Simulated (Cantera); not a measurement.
Thermodynamics of silicon etching in halogen gases, feed Si + NF₃

A closed system holds: 1 mol Si, 7.4 mol NF₃, equilibrated at 0.100 bar.

Equilibrium computed with Cantera from the NASA thermochemical tables; the gas is ideal and each condensed phase is pure. Candidate condensed phases: Si, Si₃N₄; 16 gas species. Rates play no part.

| T (K) | x NF₃ | x F₂ | x N₂ | x SiF₄ | x F |
|---|---|---|---|---|---|
| 550 | 0.781 | 0.00299 | 0.0870 | 0.129 | 5.56e-6 |
| 575 | 0.776 | 0.00685 | 0.0881 | 0.129 | 1.82e-5 |
| 600 | 0.767 | 0.0145 | 0.0902 | 0.128 | 5.35e-5 |
| 625 | 0.750 | 0.0285 | 0.0941 | 0.127 | 0.000144 |
| 650 | 0.722 | 0.0520 | 0.101 | 0.125 | 0.000354 |
| 675 | 0.679 | 0.0882 | 0.111 | 0.122 | 0.000806 |
| 700 | 0.618 | 0.139 | 0.125 | 0.117 | 0.00170 |
| 725 | 0.539 | 0.204 | 0.143 | 0.111 | 0.00333 |
| 750 | 0.447 | 0.278 | 0.164 | 0.105 | 0.00612 |
| 775 | 0.350 | 0.356 | 0.186 | 0.0975 | 0.0106 |
| 800 | 0.258 | 0.428 | 0.206 | 0.0905 | 0.0172 |
| 825 | 0.179 | 0.487 | 0.223 | 0.0845 | 0.0266 |
x: gas mole fraction; nothing condenses.

From 550 K to 825 K nothing is condensed. The main Si-bearing gas is SiF₄ throughout.
